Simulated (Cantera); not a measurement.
Input: 1 mol Ni, 6.4 mol NH₃, 74 mol N₂, at 1425 °C and 100 Torr.

These are equilibrium values from Cantera (NASA tables, ideal gas, pure condensed phases), not measurements of a reactor. Candidate condensed phases: Ni; 10 gas species. Rates play no part.

Base state: N₂ 0.889, H₂ 0.111, H 0.000132, Ni 1.95e-5 (mole fractions); condensed: Ni(s).

Problem. What changes in the equilibrium state with this change: Ni replaced by Fe?

Solution. 
```
species       before     after
----------  --------  --------
N₂             0.889     0.889
H₂             0.111     0.111
H           0.000132  0.000132
Fe                 0   4.58e-5
Ni           1.95e-5         0
Ni(s), mol     0.998         0
Fe(δ), mol         0     0.996
```
Further candidate phases: Fe.

Problem. What changes in the equilibrium state with this change: Ni replaced by Si?

Solution. 
| species | before | after |
|---|---|---|
| N₂ | 0.889 | 0.888 |
| H₂ | 0.111 | 0.111 |
| H | 0.000132 | 0.000132 |
| Ni | 1.95e-5 | 0 |
| Ni(s), mol | 0.998 | 0 |
| Si₃N₄(s), mol | 0 | 0.333 |
Further candidate phases: Si, Si₃N₄.
